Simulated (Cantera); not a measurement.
Input (Python, Cantera) and output of one run.

```python
import numpy as np
import cantera as ct

gas_names = """
    CL CL2 H HCL H2 Si SiCL SiCL2 SiCL3 SiCL4 SiH SiHCL3 SiH2 SiH2CL2 SiH3 SiH3CL SiH4 Si2 Si3
""".split()
cond_names = """
    Si(cr) Si(L)
""".split()


# ... load() reads the species with a 1 bar reference pressure and builds the phases ...
atoms = {
    'SiH4': {'Si': 1, 'H': 4},
    'HCl': {'H': 1, 'CL': 1},
    'H2': {'H': 2},
}
top_T = {}  # K; cautious upper limits of use, not melting points


# ... equilibrate(T, P, feed) seeds the gas with the atoms and calls Mixture.equilibrate('TP', solver="vcs", rtol=1e-11, max_steps=5000) ...
results = []
P = 4300  # Pa
for T in [2025, 2050, 2075, 2100, 2125, 2150, 2175, 2200, 2225, 2250, 2275]:
    for m in [1.8, 3.5, 6.8, 13, 25, 49, 94, 180, 350]:
        feed = {'SiH4': 1, 'HCl': 0.021, 'H2': m}  # mol
        mix = equilibrate(T, P, feed)
        results.append((T, P, feed, dict(zip(mix.species_names, mix.species_moles))))

for T, P, feed, n in results:
    print(f"{T:7g} {feed['H2']:10.4g}  " + (" + ".join(c for c in cond_names if n.get(c, 0) > 1e-12) or "gas only"))
```

Result:

```
   2025        1.8  Si(L)
   2025        3.5  Si(L)
   2025        6.8  Si(L)
   2025         13  Si(L)
   2025         25  Si(L)
   2025         49  Si(L)
   2025         94  Si(L)
   2025        180  Si(L)
   2025        350  Si(L)
   2050        1.8  Si(L)
   2050        3.5  Si(L)
   2050        6.8  Si(L)
   2050         13  Si(L)
   2050         25  Si(L)
   2050         49  Si(L)
   2050         94  Si(L)
   2050        180  Si(L)
   2050        350  Si(L)
   2075        1.8  Si(L)
   2075        3.5  Si(L)
   2075        6.8  Si(L)
   2075         13  Si(L)
   2075         25  Si(L)
   2075         49  Si(L)
   2075         94  Si(L)
   2075        180  Si(L)
   2075        350  gas only
   2100        1.8  Si(L)
   2100        3.5  Si(L)
   2100        6.8  Si(L)
   2100         13  Si(L)
   2100         25  Si(L)
   2100         49  Si(L)
   2100         94  Si(L)
   2100        180  Si(L)
   2100        350  gas only
   2125        1.8  Si(L)
   2125        3.5  Si(L)
   2125        6.8  Si(L)
   2125         13  Si(L)
   2125         25  Si(L)
   2125         49  Si(L)
   2125         94  Si(L)
   2125        180  Si(L)
   2125        350  gas only
   2150        1.8  Si(L)
   2150        3.5  Si(L)
   2150        6.8  Si(L)
   2150         13  Si(L)
   2150         25  Si(L)
   2150         49  Si(L)
   2150         94  Si(L)
   2150        180  gas only
   2150        350  gas only
   2175        1.8  Si(L)
   2175        3.5  Si(L)
   2175        6.8  Si(L)
   2175         13  Si(L)
   2175         25  Si(L)
   2175         49  Si(L)
   2175         94  Si(L)
   2175        180  gas only
   2175        350  gas only
   2200        1.8  Si(L)
   2200        3.5  Si(L)
   2200        6.8  Si(L)
   2200         13  Si(L)
   2200         25  Si(L)
   2200         49  Si(L)
   2200         94  Si(L)
   2200        180  gas only
   2200        350  gas only
   2225        1.8  Si(L)
   2225        3.5  Si(L)
   2225        6.8  Si(L)
   2225         13  Si(L)
   2225         25  Si(L)
   2225         49  Si(L)
   2225         94  gas only
   2225        180  gas only
   2225        350  gas only
   2250        1.8  Si(L)
   2250        3.5  Si(L)
   2250        6.8  Si(L)
   2250         13  Si(L)
   2250         25  Si(L)
   2250         49  Si(L)
   2250         94  gas only
   2250        180  gas only
   2250        350  gas only
   2275        1.8  Si(L)
   2275        3.5  Si(L)
   2275        6.8  Si(L)
   2275         13  Si(L)
   2275         25  Si(L)
   2275         49  gas only
   2275         94  gas only
   2275        180  gas only
   2275        350  gas only
```

Equilibrium computed with Cantera from the NASA thermochemical tables; the gas is ideal and each condensed phase is pure. The tables' values for SiCl3 are old estimates.
